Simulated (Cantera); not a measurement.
Premixed flame

A freely propagating, adiabatic, planar premixed flame of 54.9 % H₂, 9.45 % O₂, 35.6 % N₂, equivalence ratio 2.9, unburnt at 650 K and 750 Torr; multicomponent transport, grid criteria slope 0.08 and curve 0.16, no radiation.

Cantera simulation using the H2/O2 subset of GRI-Mech 3.0, which has no nitrogen chemistry; the numbers are that mechanism's predictions, not measurements. Burning velocities carry a grid error of a few per cent, more on coarse grids.

| z (mm) | T (K) | u (m/s) | x H₂ | x O₂ | x OH | x HO₂ | x H | x H₂O₂ |
|---|---|---|---|---|---|---|---|---|
| -1.54 | 650 | 9.04 | 0.549 | 0.0945 | <1e-8 | <1e-8 | <1e-8 | <1e-8 |
| -1.02 | 650 | 9.04 | 0.549 | 0.0945 | <1e-8 | <1e-8 | <1e-8 | <1e-8 |
| -0.768 | 650 | 9.04 | 0.549 | 0.0945 | <1e-8 | 3.33e-8 | <1e-8 | <1e-8 |
| -0.512 | 650 | 9.04 | 0.549 | 0.0945 | <1e-8 | 2.76e-6 | 6.77e-7 | <1e-8 |
| -0.256 | 684 | 9.48 | 0.546 | 0.0937 | 7.22e-5 | 0.000187 | 0.000693 | 2.79e-6 |
| -0.128 | 879 | 12.0 | 0.520 | 0.0864 | 0.000354 | 0.000113 | 0.0101 | 3.00e-6 |
| 0 | 1221 | 16.3 | 0.433 | 0.0523 | 0.00126 | 4.94e-5 | 0.0481 | 7.67e-7 |
| 0.128 | 1449 | 19.1 | 0.358 | 0.0120 | 0.00171 | 1.11e-5 | 0.0782 | 3.26e-7 |
| 0.256 | 1545 | 20.3 | 0.344 | 0.00189 | 0.00163 | 1.66e-6 | 0.0795 | 1.79e-7 |
| 0.512 | 1638 | 21.4 | 0.349 | 0.000163 | 0.00173 | 1.42e-7 | 0.0692 | 1.32e-7 |
| 1.02 | 1737 | 22.5 | 0.359 | 5.37e-5 | 0.00175 | 5.26e-8 | 0.0551 | 8.99e-8 |
| 2.05 | 1835 | 23.6 | 0.369 | 3.28e-5 | 0.00159 | 3.42e-8 | 0.0407 | 5.11e-8 |
| 4.09 | 1919 | 24.5 | 0.378 | 1.71e-5 | 0.00129 | 1.98e-8 | 0.0280 | 2.55e-8 |
x: mole fraction of selected species; z is measured from the peak of heat release.

```json
{
 "laminar_burning_velocity": "904 cm/s",
 "thermal_thickness": "0.512 mm",
 "peak x(OH)": "0.00176",
 "peak x(HO₂)": "0.000187",
 "peak x(H)": "0.0807",
 "peak x(H₂O₂)": "3.95e-6"
}
```
